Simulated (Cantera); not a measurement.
A perfectly stirred reactor is fed with CH₄ : O₂ : N₂ = 1 : 4.17 : 15.7 (molar parts), at 7500 Torr; it is adiabatic with a 300 K inlet, and is followed from long to short residence time, starting on the burning branch (τ in s: 0.077, 0.023, 0.0066, 0.0019, 0.00057, 0.00017, 4.9e-05, 1.4e-05, 4.2e-06).

Model: GRI-Mech 3.0 (53 species, 325 reactions), integrated in Cantera.

```json
[
 {"quantity": "blow-out, bracketed by the residence times tried", "before": "burning at 23.0 ms, out at 6.60 ms", "after": "burning at 23.0 ms, out at 6.60 ms"},
 {"quantity": "x(CH₄) at τ = 77.0 ms", "before": "9.80e-5", "after": "0.000215"},
 {"quantity": "x(O₂) at τ = 77.0 ms", "before": "0.105", "after": "0.155"},
 {"quantity": "x(NO₂) at τ = 77.0 ms", "before": "5.23e-8", "after": "6.61e-8"},
 {"quantity": "x(N₂O) at τ = 77.0 ms", "before": "8.74e-7", "after": "1.13e-6"},
 {"quantity": "x(O) at τ = 77.0 ms", "before": "1.27e-6", "after": "9.83e-7"},
 {"quantity": "x(CH₄) at τ = 0.570 ms", "before": "0.0479", "after": "0.0452"},
 {"quantity": "x(O₂) at τ = 0.570 ms", "before": "0.200", "after": "0.244"},
 {"quantity": "x(NO₂) at τ = 0.570 ms", "before": "<1e-12", "after": "<1e-12"},
 {"quantity": "x(N₂O) at τ = 0.570 ms", "before": "<1e-12", "after": "<1e-12"},
 {"quantity": "x(O) at τ = 0.570 ms", "before": "<1e-12", "after": "<1e-12"}
]
```

Q: Which change was made?
A) O2 4.17 to 5.4 parts
B) pressure from 7500 Torr to 188 Torr
C) N2 15.7 to 12 parts
D) O2 4.17 to 3.1 parts

A: A, O2 4.17 to 5.4 parts
